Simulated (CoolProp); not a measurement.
Saturated liquid density (kg/m³) of the fluoroketone C6F12O (FK-5-1-12): the reference equation beside estimates from Tc = 441.8 K, pc = 1869 kPa, ω = 0.471.

The numbers come from the reference Helmholtz-energy equation of state, McLinden 2015 in CoolProp.

```
T (K)  reference  Redlich-Kwong  Peng-Robinson
-----  ---------  -------------  -------------
340.6       1465           1222           1504
342.8       1457           1213           1495
345         1449           1205           1485
347.2       1441           1196           1476
349.4       1433           1187           1466
351.6       1425           1179           1456
353.8       1416           1170           1446
356         1408           1161           1436
358.3       1399           1151           1425
360.5       1391           1142           1414
362.7       1382           1132           1403
364.9       1373           1123           1392
367.1       1364           1113           1380
369.3       1355           1103           1368
371.5       1346           1093           1356
```

Absolute difference from the reference over all 15 rows, mean and median: Redlich-Kwong 17.6 and 17.5 %, Peng-Robinson 1.9 and 2.0 %.
